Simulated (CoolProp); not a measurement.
Model: reference Helmholtz-energy equation of state, Setzmann 1991, in CoolProp.

### Question
For methane, give the phase and the Z, cp (kJ/(kg K)), cv (kJ/(kg K)), expansivity (1/kK) at 152.9 K and 9860 kPa.

### Answer
- 152.9 K and 9860 kPa: liquid; Z 0.336, cp 3.68, cv 1.93, expansivity 4.47
